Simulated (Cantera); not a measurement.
An adiabatic, constant-volume homogeneous reactor starts with 6.88 % C₃H₈, 19.1 % O₂, 71.6 % N₂, 2.41 % H₂O, equivalence ratio 1.8, at 1550 K and 16.8 atm.

Model: GRI-Mech 3.0 (53 species, 325 reactions), integrated in Cantera. GRI-Mech 3.0 was tuned for natural gas; its chemistry of propane as a main component is partial and can be far from experiment. The pressure lies above the range GRI-Mech 3.0 was tuned for (to about 10 atm). Above 3000 K some thermodynamic fits are extrapolated.

Predict: time of steepest temperature rise; temperature at 0.300 s; equilibrium temperature; x(O₂) at 0.300 s; x(H₂O) at 0.300 s; x(CO) at 0.300 s; x(CO₂) at 0.300 s.


| Property | Value |
|---|---|
| time of steepest temperature rise | 8.50 µs |
| temperature at 0.300 s | 3081 K |
| equilibrium temperature | 3081 K |
| x(O₂) at 0.300 s | 0.000135 (gas-phase equilibrium 0.000135) |
| x(H₂O) at 0.300 s | 0.132 (gas-phase equilibrium 0.132) |
| x(CO) at 0.300 s | 0.143 (gas-phase equilibrium 0.143) |
| x(CO₂) at 0.300 s | 0.0242 (gas-phase equilibrium 0.0242) |
